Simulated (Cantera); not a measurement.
Gas-phase reforming

A perfectly stirred reactor is fed with CH4 : H2O : N2 = 1 : 1.1 : 0.018 (molar parts), at 100.0 Torr; it is held at 2148 K, and followed from long to short residence time.

Model: GRI-Mech 3.0 (53 species, 325 reactions), integrated in Cantera.

```
τ (s)       x CH4   x H2O     x CH3   x H2    x C2H4      x O
-------  --------  ------  --------  -----  --------  -------
6.9      0.000391  0.0239   9.58e-5  0.721   2.45e-7  3.50e-7
1.2       0.00136  0.0306  0.000315  0.715   2.47e-6  3.90e-7
0.22      0.00388  0.0537  0.000826  0.697   1.47e-5  5.22e-7
0.039      0.0106   0.113   0.00202  0.648   7.83e-5  7.11e-7
0.0069     0.0274   0.219   0.00469  0.555  0.000408  8.26e-7
0.0012     0.0725   0.330    0.0106  0.433   0.00225  8.01e-7
0.00022     0.182   0.412    0.0209  0.281   0.00981  7.48e-7
```
x: mole fraction; the columns are a selection and need not sum to one.
